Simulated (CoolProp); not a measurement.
Saturation properties of water.

Computed with CoolProp (reference Helmholtz-energy equation of state, Wagner 2002).

```tsv
T (K)	p (bar)	vapour Z	liquid conductivity (mW/(m K))
494.7	23.89	0.8750	644
498.2	25.52	0.8694	(withheld)
501.8	27.29	0.8635	638
505.4	29.14	0.8575	635
508.9	31.04	0.8514	631
512.5	(withheld)	0.8450	628
516	35.18	0.8385	(withheld)
519.6	37.43	0.8317	(withheld)
523.2	39.80	0.8247	617
526.7	42.20	0.8177	(withheld)
530.3	(withheld)	0.8103	609
533.8	47.42	(withheld)	605
537.4	50.25	0.7950	(withheld)
541	53.20	0.7869	596
```

**Question.** Some entries are withheld; supply them.

**Answer.** 
- 498.2, liquid conductivity (mW/(m K)): 641
- 512.5, p (bar): 33.09
- 516, liquid conductivity (mW/(m K)): 624
- 519.6, liquid conductivity (mW/(m K)): 621
- 526.7, liquid conductivity (mW/(m K)): 613
- 530.3, p (bar): 44.79
- 533.8, vapour Z: 0.8028
- 537.4, liquid conductivity (mW/(m K)): 601

It boils at 373.1 K under 1 atm.

Thermal conductivity comes from a separate model (Huber 2012).
